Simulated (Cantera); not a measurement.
**Diamond growth**

A diamond (100) surface in a fixed gas of H2 with x(CH4) = 0.019, x(CH3) = 0.00038, at 973 K, 0.0840 bar; coverages are run to steady state.

Detailed kinetics in Cantera: the Harris–Goodwin 1993 mechanism for the reconstructed diamond (100) surface.

```csv
x(H),growth (µm/h),θ c6HH,θ c6H*,θ c6*H,θ c6**,θ c6HM
0.0001,2.84,0.269,0.00596,0.132,0.00118,0.444
0.00025,5.52,0.345,0.00830,0.184,0.00258,0.345
0.00061,8.78,0.441,0.0110,0.244,0.00442,0.225
0.0015,11.6,0.524,0.0133,0.295,0.00609,0.121
0.0037,13.4,0.576,0.0148,0.327,0.00715,0.0565
0.0091,14.3,0.602,0.0156,0.342,0.00769,0.0245
0.022,14.7,0.613,0.0161,0.349,0.00795,0.0104
0.055,14.9,0.618,0.0168,0.351,0.00813,0.00423
0.14,15.2,0.620,0.0183,0.351,0.00836,0.00168
```
θ: site fractions in the mechanism's names (c6HH fully hydrogenated, c6H* and c6*H radical sites, c6** diradical, c6HM methylated).
